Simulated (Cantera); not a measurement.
Input: 1 mol Si₂H₆, 4.8 mol H₂O, 0.35 mol H₂, at 0.170 bar.

These are equilibrium values from Cantera (NASA tables, ideal gas, pure condensed phases), not measurements of a reactor. Candidate condensed phases: H₂O, Si, SiO₂; 18 gas species. The feed counts by its element totals alone. The tables hold silica as quartz up to 1696 K and as liquid above; real silica turns to tridymite and cristobalite and melts near 1996 K. Gases not in the tables: Si(OH)₄. Kinetics and transport are ignored.

**Question.** At 1302 °C, list the 3 most abundant gas species with their mole fractions, and the condensed phases.

**Answer.** H₂ 0.902, H₂O 0.0982, H 9.57e-5. Condensed: SiO₂(β-quartz).
